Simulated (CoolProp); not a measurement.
Properties of R507A along the isotherm 349.3 K.

The numbers come from the reference Helmholtz-energy equation of state, Lemmon 2003 in CoolProp. It is a pseudo-pure fit of the blend.

| p (kPa) | phase | Z | cv (kJ/(kg K)) | speed of sound (m/s) | Joule-Thomson coefficient (K/MPa) | Prandtl number | fugacity coefficient |
|---|---|---|---|---|---|---|---|
| 185 | gas | 0.9827 | 0.8686 | 177.1 | 10.21 | 0.793 | 0.9829 |
| 370 | gas | 0.9650 | 0.8738 | 174.6 | 10.33 | 0.797 | 0.9660 |
| 556 | gas | 0.9469 | 0.8791 | 172.0 | 10.47 | 0.803 | 0.9490 |
| 741 | gas | 0.9284 | 0.8846 | 169.3 | 10.61 | 0.811 | 0.9323 |
| 926 | gas | 0.9095 | 0.8903 | 166.6 | 10.76 | 0.820 | 0.9157 |
| 1110 | gas | 0.8902 | 0.8961 | 163.8 | 10.92 | 0.831 | 0.8993 |
| 1300 | gas | 0.8697 | 0.9023 | 160.9 | 11.10 | 0.845 | 0.8825 |
| 1480 | gas | 0.8498 | 0.9085 | 158.0 | 11.28 | 0.862 | 0.8666 |
| 1670 | gas | 0.8280 | 0.9154 | 154.9 | 11.49 | 0.882 | 0.8499 |
| 1850 | gas | 0.8066 | 0.9223 | 151.8 | 11.70 | 0.906 | 0.8342 |

Viscosity comes from a separate model (Geller 2000). Thermal conductivity comes from a separate model (Geller 2001).
